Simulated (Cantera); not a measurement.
A perfectly stirred reactor is fed with H₂ : O₂ = 0.013 : 1 (molar parts), equivalence ratio 0.0065, at 10.00 Torr; it is held at 1450 K, and followed from long to short residence time.

Detailed kinetics in Cantera: the H2/O2 subset of GRI-Mech 3.0, which has no nitrogen chemistry. Radical loss at walls, strong at low pressure, is not modelled.

**Question.** What does this change do: temperature 1450 to 1025 K?

**Answer.** 
| quantity | before | after |
|---|---|---|
| x(H₂) at τ = 5.50 s | 1.41e-5 | 6.00e-5 |
| x(O₂) at τ = 5.50 s | 0.985 | 0.987 |
| x(H) at τ = 5.50 s | 2.59e-5 | 1.02e-5 |
| x(H₂O) at τ = 5.50 s | 0.0125 | 0.0128 |
| x(H₂O₂) at τ = 5.50 s | 4.58e-9 | 2.28e-8 |
| x(H₂) at τ = 0.140 s | 9.28e-5 | 0.000467 |
| x(O₂) at τ = 0.140 s | 0.978 | 0.984 |
| x(H) at τ = 0.140 s | 0.000289 | 0.000289 |
| x(H₂O) at τ = 0.140 s | 0.0118 | 0.0120 |
| x(H₂O₂) at τ = 0.140 s | 9.70e-9 | 5.26e-8 |
